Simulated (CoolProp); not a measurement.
Vapour-liquid equilibrium of n-hexane (1) + benzene (2) at 411.4 K; x and y are mole fractions of (1).

Values from CoolProp's multi-fluid Helmholtz-energy mixture model, Thol 2019 and Thol 2012; pair parameters Bell 2016.

```csv
x,bubble pressure (bar),y at the bubble point,dew pressure at overall composition x (bar),liquid density (mol/L)
0.05,4.744,___,4.666,9.296
0.2,___,___,5.019,8.646
0.35,5.503,0.422,5.357,8.069
0.5,5.718,___,5.640,7.558
0.65,5.860,0.677,5.835,7.103
0.8,5.938,0.807,___,6.697
0.95,5.955,0.949,5.955,6.333
```

**Question.** Some entries are withheld; supply them.

**Answer.** 
- 0.05, y at the bubble point: 0.083
- 0.2, bubble pressure (bar): 5.193
- 0.2, y at the bubble point: 0.276
- 0.5, y at the bubble point: 0.551
- 0.8, dew pressure at overall composition x (bar): 5.935

y crosses x between x = 0.8 and 0.95: the model has an azeotrope there.

Pair parameters are fitted to limited data, so mixtures are less certain than the pure fluids.
